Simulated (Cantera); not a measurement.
Feed: 1 mol MgF₂, 320 mol H₂, 0.55 mol H₂O, equilibrated at 1448 K.

Equilibrium computed with Cantera from the NASA thermochemical tables; the gas is ideal and each condensed phase is pure. Candidate condensed phases: H₂O, Mg, MgF₂, MgO, Mg(OH)₂; 31 gas species. Mutual solubility and eutectic melting of coexisting phases are not modelled. Rates play no part.

### Question
What share of the Mg ends up in condensed phases as a function of P (Pa), at 0.100, 0.560, 3.20, 18, 100, 560, 3200, 18000, 100000?

### Answer
| P (Pa) | Mg condensed (%) | as |
|---|---|---|
| 0.100 | 0.0 | - |
| 0.560 | 0.0 | - |
| 3.20 | 0.0 | - |
| 18 | 33.2 | MgO(s) |
| 100 | 49.5 | MgO(s) |
| 560 | 53.6 | MgO(s) |
| 3200 | 63.7 | MgF₂(s) + MgO(s) |
| 18000 | 95.6 | MgF₂(s) + MgO(s) |
| 100000 | 99.3 | MgF₂(s) + MgO(s) |
